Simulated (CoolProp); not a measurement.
Vapour-liquid equilibrium of cyclohexane (1) + toluene (2) at 1.75 MPa; x and y are mole fractions of (1).

Model: multi-fluid Helmholtz-energy mixture model, Zhou 2014 and Lemmon 2006; pair parameters Bell 2016, in CoolProp.

```json
[
 {"x": "0.05", "bubble temperature (°C)": "250.4", "y at the bubble point": "0.074", "dew temperature at overall composition x (°C)": "251.3", "liquid density (mol/L)": "6.462"},
 {"x": "0.2", "bubble temperature (°C)": "242.8", "y at the bubble point": "0.273", "dew temperature at overall composition x (°C)": "245.6", "liquid density (mol/L)": "6.492"},
 {"x": "0.35", "bubble temperature (°C)": "236.2", "y at the bubble point": "0.441", "dew temperature at overall composition x (°C)": "239.8", "liquid density (mol/L)": "6.507"},
 {"x": "0.5", "bubble temperature (°C)": "230.7", "y at the bubble point": "0.588", "dew temperature at overall composition x (°C)": "234.0", "liquid density (mol/L)": "6.514"},
 {"x": "0.65", "bubble temperature (°C)": "225.9", "y at the bubble point": "0.719", "dew temperature at overall composition x (°C)": "228.3", "liquid density (mol/L)": "6.515"},
 {"x": "0.8", "bubble temperature (°C)": "221.8", "y at the bubble point": "0.841", "dew temperature at overall composition x (°C)": "223.1", "liquid density (mol/L)": "6.516"},
 {"x": "0.95", "bubble temperature (°C)": "218.2", "y at the bubble point": "0.960", "dew temperature at overall composition x (°C)": "218.5", "liquid density (mol/L)": "6.521"}
]
```

No azeotrope shows between x = 0.05 and 0.95.

Pair parameters are fitted to limited data, so mixtures are less certain than the pure fluids.
